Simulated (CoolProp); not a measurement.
Properties of n-perfluoropentane along the isobar 1.16 MPa (Tc = 421.0 K, pc = 2.063 MPa, ω = 0.436).

Model: reference Helmholtz-energy equation of state, Gao 2022, in CoolProp.

```json
[
 {"T (K)": "187.6", "phase": "liquid", "Z": "0.1107", "isothermal compressibility (1/MPa)": "0.001141", "expansivity (1/kK)": "1.494"},
 {"T (K)": "197.7", "phase": "liquid", "Z": "0.1067", "isothermal compressibility (1/MPa)": "0.001229", "expansivity (1/kK)": "1.500"},
 {"T (K)": "207.9", "phase": "liquid", "Z": "…", "isothermal compressibility (1/MPa)": "0.001330", "expansivity (1/kK)": "1.513"},
 {"T (K)": "218.1", "phase": "liquid", "Z": "…", "isothermal compressibility (1/MPa)": "0.001445", "expansivity (1/kK)": "1.533"},
 {"T (K)": "228.3", "phase": "liquid", "Z": "0.09678", "isothermal compressibility (1/MPa)": "0.001576", "expansivity (1/kK)": "1.559"},
 {"T (K)": "238.4", "phase": "liquid", "Z": "0.09416", "isothermal compressibility (1/MPa)": "0.001726", "expansivity (1/kK)": "…"},
 {"T (K)": "248.6", "phase": "liquid", "Z": "0.09180", "isothermal compressibility (1/MPa)": "…", "expansivity (1/kK)": "1.636"},
 {"T (K)": "258.8", "phase": "liquid", "Z": "0.08969", "isothermal compressibility (1/MPa)": "0.002111", "expansivity (1/kK)": "1.689"},
 {"T (K)": "269", "phase": "liquid", "Z": "0.08781", "isothermal compressibility (1/MPa)": "0.002360", "expansivity (1/kK)": "1.753"},
 {"T (K)": "279.1", "phase": "liquid", "Z": "0.08618", "isothermal compressibility (1/MPa)": "0.002657", "expansivity (1/kK)": "1.828"},
 {"T (K)": "289.3", "phase": "liquid", "Z": "0.08474", "isothermal compressibility (1/MPa)": "0.003023", "expansivity (1/kK)": "1.919"}
]
```

Task: Some entries are withheld; supply them.

Result: 
- 207.9, Z: 0.1030
- 218.1, Z: 0.09972
- 238.4, expansivity (1/kK): 1.593
- 248.6, isothermal compressibility (1/MPa): 0.001902
